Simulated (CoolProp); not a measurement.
Properties of n-nonane along the isobar 1.84 MPa.

Values from CoolProp's reference Helmholtz-energy equation of state, Lemmon 2006. It is a short technical equation, of lower accuracy than the large ones.

| T (°C) | phase | cp (kJ/(kg K)) | cv (kJ/(kg K)) | speed of sound (m/s) | Joule-Thomson coefficient (K/MPa) | isothermal compressibility (1/MPa) | conductivity (mW/(m K)) |
|---|---|---|---|---|---|---|---|
| 50.35 | liquid | 2.301 | 1.877 | 1121 | -0.3962 | 0.001402 | 121 |
| 63.85 | liquid | 2.355 | 1.930 | 1072 | -0.3780 | 0.001551 | 117 |
| 77.25 | liquid | 2.409 | 1.982 | 1024 | -0.3591 | 0.001720 | 114 |
| 90.75 | liquid | 2.465 | 2.035 | 976.4 | -0.3389 | 0.001915 | 111 |
| 104.15 | liquid | 2.521 | 2.088 | 930.2 | -0.3175 | 0.002139 | 108 |
| 117.65 | liquid | 2.579 | 2.142 | 884.2 | -0.2944 | 0.002402 | 105 |
| 131.05 | liquid | 2.637 | 2.194 | 839.0 | -0.2694 | 0.002710 | 103 |
| 144.55 | liquid | 2.696 | 2.247 | 793.8 | -0.2417 | 0.003081 | 100 |

Thermal conductivity comes from a separate model (Huber 2005).
